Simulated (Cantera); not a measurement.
Input: 1 mol Fe3O4, 8.6 mol H2, 39 mol N2, held at 1.33 mbar.

Method: chemical equilibrium by Gibbs-energy minimisation in Cantera with the NASA 1993 tables (ideal gas, pure condensed phases). Candidate condensed phases: Fe, FeO, Fe(OH)2, Fe(OH)3, Fe2O3, Fe3O4, H2O; 27 gas species. Mutual solubility and eutectic melting of coexisting phases are not modelled. The tables' stoichiometric FeO is somewhat more stable than real wüstite, so its field is too wide. FeO: taken at fixed stoichiometry. Rates play no part.

Task: At 1098 K, list the 3 most abundant gas species with their mole fractions, and the condensed phases.

Result: N2 0.819, H2 0.147, H2O 0.0332. Condensed: Fe(α) + FeO(s).
